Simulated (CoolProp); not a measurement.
Vapour-liquid equilibrium of R134a (1) + R152A (2) at 2.22 kPa; x and y are mole fractions of (1).

Values from CoolProp's multi-fluid Helmholtz-energy mixture model, Tillner-Roth 1994 and Outcalt 1996; pair parameters Lemmon 2004.

Give the bubble temperature and the first vapour's composition at x = 0.05, 0.25, 0.55. Is there an azeotrope?

x = 0.05: -85.5 °C, y = 0.032; x = 0.25: -84.7 °C, y = 0.208; x = 0.55: -84.4 °C, y = 0.569. y crosses x between x = 0.45 and 0.55: the model has an azeotrope there.

Pair parameters are fitted to limited data, so mixtures are less certain than the pure fluids.
